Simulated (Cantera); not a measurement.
## Ignition delay

Mixture: C₃H₈ : O₂ : N₂ = 1 : 2.38 : 8.95 (molar parts), at 4800 Torr, adiabatic and at constant volume. Ignition delay is the time to a rise of 400 K.

Model: GRI-Mech 3.0 (53 species, 325 reactions), integrated in Cantera. GRI-Mech 3.0 was tuned for natural gas; its chemistry of propane as a main component is partial and can be far from experiment.

| T0 (K) | delay (ms) |
|---|---|
| 1148 | 6.29 |
| 1198 | 2.35 |
| 1248 | 0.917 |
| 1298 | 0.382 |
| 1348 | 0.171 |
| 1398 | 0.0831 |
| 1448 | 0.0436 |
| 1498 | 0.0247 |
| 1548 | 0.0150 |

| Property | Value |
|---|---|
| apparent activation energy between 1448 and 1548 K | 200 kJ/mol |
